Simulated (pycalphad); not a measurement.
**Phase fractions of Ti-0.24V-0.93Si (at.%)**

CALPHAD calculation (pycalphad, COST 507 light-alloy database (1999)), 1 atm. The database dates from 1999; later assessments differ in places, in temperatures and in the compounds included. Not assessed as a whole: an extrapolation from subsystems, which can miss ternary compounds. Amounts are mole fractions of atoms. Kinetics are ignored, which matters at the lower temperatures.

```json
[
 {"T (°C)": "1657", "LIQUID": "1.000", "BCC_A2": "-", "HCP_A3": "-", "SITI3": "-"},
 {"T (°C)": "1577", "LIQUID": "0.059", "BCC_A2": "0.941", "HCP_A3": "-", "SITI3": "-"},
 {"T (°C)": "897", "LIQUID": "-", "BCC_A2": "1.000", "HCP_A3": "-", "SITI3": "-"},
 {"T (°C)": "817", "LIQUID": "-", "BCC_A2": "-", "HCP_A3": "0.981", "SITI3": "0.019"},
 {"T (°C)": "737", "LIQUID": "-", "BCC_A2": "-", "HCP_A3": "0.981", "SITI3": "0.019"},
 {"T (°C)": "657", "LIQUID": "-", "BCC_A2": "-", "HCP_A3": "0.979", "SITI3": "0.021"},
 {"T (°C)": "577", "LIQUID": "-", "BCC_A2": "-", "HCP_A3": "0.978", "SITI3": "0.022"},
 {"T (°C)": "497", "LIQUID": "-", "BCC_A2": "-", "HCP_A3": "0.977", "SITI3": "0.023"},
 {"T (°C)": "417", "LIQUID": "-", "BCC_A2": "-", "HCP_A3": "0.976", "SITI3": "0.024"},
 {"T (°C)": "337", "LIQUID": "-", "BCC_A2": "-", "HCP_A3": "0.974", "SITI3": "0.026"},
 {"T (°C)": "257", "LIQUID": "-", "BCC_A2": "-", "HCP_A3": "0.972", "SITI3": "0.028"}
]
```

Database names, with the compositions (at.%) that they take in these runs: SITI3: Ti 75 Si 25. BCC_A2 is bcc; HCP_A3 is hcp.
